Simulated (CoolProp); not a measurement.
A single-stage vapour-compression cycle with nitrous oxide: evaporating at 197.15 K (dew point), condensing at 259.15 K (bubble point), superheat 2 K, subcooling 8 K, compressor efficiency 0.7, no pressure losses. Each further row changes one setting.

Model: reference Helmholtz-energy equation of state, Lemmon 2006, in CoolProp. It is a short technical equation, of lower accuracy than the large ones.

```json
[
 {"case": "as stated", "cooling COP": "1.64", "pressure ratio": "10.6", "discharge temperature (K)": "391.8", "refrigerating effect (kJ/kg)": "263", "volumetric capacity (kJ/m³)": "1480"},
 {"case": "evaporating temperature 202.15 K", "cooling COP": "1.89", "pressure ratio": "8.24", "discharge temperature (K)": "375.6", "refrigerating effect (kJ/kg)": "266", "volumetric capacity (kJ/m³)": "1880"},
 {"case": "condensing temperature 254.15 K", "cooling COP": "1.84", "pressure ratio": "9.15", "discharge temperature (K)": "378.0", "refrigerating effect (kJ/kg)": "273", "volumetric capacity (kJ/m³)": "1530"},
 {"case": "subcooling 13 K", "cooling COP": "1.70", "pressure ratio": "10.6", "discharge temperature (K)": "391.8", "refrigerating effect (kJ/kg)": "273", "volumetric capacity (kJ/m³)": "1530"},
 {"case": "superheat 12 K", "cooling COP": "1.61", "pressure ratio": "10.6", "discharge temperature (K)": "408.4", "refrigerating effect (kJ/kg)": "272", "volumetric capacity (kJ/m³)": "1440"},
 {"case": "compressor efficiency 0.6", "cooling COP": "1.41", "pressure ratio": "10.6", "discharge temperature (K)": "417.7", "refrigerating effect (kJ/kg)": "263", "volumetric capacity (kJ/m³)": "1480"}
]
```
